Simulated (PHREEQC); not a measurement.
A solution holds 0.0043 mol/kgw NaHS and 6.2e-05 mol/kgw ZnCl2, at 69 °C. Closed to the air; pH follows from the charge balance.

All values are PHREEQC results (ion-association model, phreeqc.dat), not measurements.

```json
{
  "pH": "8.46",
  "ionic_strength": "0.00430 mol/kgw",
  "specific_conductance": "1030 µS/cm",
  "total_alkalinity": "4.30 meq/kg"
}
```

```csv
species,molality,activity,log γ
Na+,0.00430,0.00398,-0.033
HS-,0.00412,0.00381,-0.034
Cl-,0.000124,0.000115,-0.034
Zn(HS)2,5.85e-5,5.86e-5,0.000
H2S,5.01e-5,5.02e-5,0.000
OH-,4.77e-5,4.41e-5,-0.034
Zn(HS)3-,3.49e-6,3.23e-6,-0.034
S-2,2.47e-6,1.82e-6,-0.132
H+,3.74e-9,3.49e-9,-0.030
```

No solid was allowed to form. The solution is supersaturated, for example in Sphalerite (slow to form), so a real one may precipitate; this is no full list. Away from 25 °C the constants follow the database's enthalpies or fits; those with neither stay at their 25 °C values.
